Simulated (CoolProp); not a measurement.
R13 along the isobar 4.73 MPa: fugacity coefficient from the reference equation and from simpler models built on Tc = 29.9 °C, pc = 3.973 MPa, ω = 0.175; each cubic takes its own stable root.

The numbers come from the reference Helmholtz-energy equation of state, Platzer 1990 in CoolProp. This equation is an older, rougher fit; its heat capacities, sound speeds and derivatives of the liquid may be far off and weren't checked against measurements.

```tsv
T (°C)	phase	reference
-82.25	liquid	0.02403
-77.05	liquid	0.03118
-71.85	liquid	0.03978
-66.65	liquid	0.04998
-61.45	liquid	0.06191
-56.25	liquid	0.07569
-51.05	liquid	0.09143
-45.85	liquid	0.1092
-40.65	liquid	0.1291
-35.45	liquid	0.1510
-30.25	liquid	0.1752
-25.05	liquid	0.2014
-19.85	liquid	0.2297
-14.65	liquid	0.2600
-9.45	liquid	0.2922
-4.25	liquid	0.3262
```

Problem. How far does each simpler model (van der Waals, Soave-Redlich-Kwong, Peng-Robinson) lie from the reference over these 16 states: mean and median of the absolute difference, and the worst?

Solution. 
- van der Waals: mean 147.9 %, median 116.6 %, worst +376.1 % at -82.25 °C and 4.73 MPa
- Soave-Redlich-Kwong: mean 1.5 %, median 1.5 %, worst +2.6 % at -4.25 °C and 4.73 MPa
- Peng-Robinson: mean 1.9 %, median 1.9 %, worst -2.3 % at -77.05 °C and 4.73 MPa
